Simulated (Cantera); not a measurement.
Input (Python, Cantera) and output of one run.

```python
import numpy as np
import cantera as ct

gas_names = """
    CL CLO CL2 H HCL HOCL HO2 H2 H2O H2O2 O OH O2 O3 Ti TiCL TiCL2 TiCL3 TiCL4 TiO TiOCL TiOCL2 TiO2
""".split()
cond_names = """
    H2O(s) H2O(L) Ti(a) Ti(b) Ti(L) TiCL2(s) TiCL3(s) TiCL4(L) TiO(a) TiO(b) TiO(L) TiO2(ru) TiO2(L)
    Ti2O3(a) Ti2O3(b) Ti2O3(L) Ti3O5(a) Ti3O5(b) Ti3O5(L) Ti4O7(s) Ti4O7(L)
""".split()


# ... load() reads the species with a 1 bar reference pressure and builds the phases ...
atoms = {
    'TiO2': {'Ti': 1, 'O': 2},
    'Cl2': {'CL': 2},
    'H2': {'H': 2},
}
top_T = {'TiCL2(s)': 1300, 'TiCL3(s)': 1000}  # K; cautious upper limits of use, not melting points


# ... equilibrate(T, P, feed) seeds the gas with the atoms and calls Mixture.equilibrate('TP', solver="vcs", rtol=1e-11, max_steps=5000) ...
results = []
feed = {'TiO2': 1, 'Cl2': 14, 'H2': 4.5}  # mol
T = 750  # K
P = 230  # Pa
mix = equilibrate(T, P, feed)
results.append((T, P, feed, dict(zip(mix.species_names, mix.species_moles))))
x = sorted(zip(gas.X, gas.species_names), reverse=True)
print(f"T = {T:g} K  P = {P:g} Pa  gas = {mix.phase_moles(0):.4g} mol")
print("   x: " + "  ".join(f"{s} {v:.3e}" for v, s in x if v > 1e-05))
print("   condensed (mol): " + ("  ".join(f"{mix.phase(i).name} {mix.phase_moles(i):.4g}"
      for i in range(1, mix.n_phases) if mix.phase_moles(i) > 1e-12) or "none"))
```

It prints:

```
T = 750 K  P = 230 Pa  gas = 18.5 mol
   x: CL2 5.135e-01  HCL 4.863e-01  H2O 1.105e-04  TiCL4 5.721e-05  CL 4.053e-05
   condensed (mol): TiO2(ru) 0.9989
```

Equilibrium computed with Cantera from the NASA thermochemical tables; the gas is ideal and each condensed phase is pure. Condensed phases not in the tables: TiOCl.
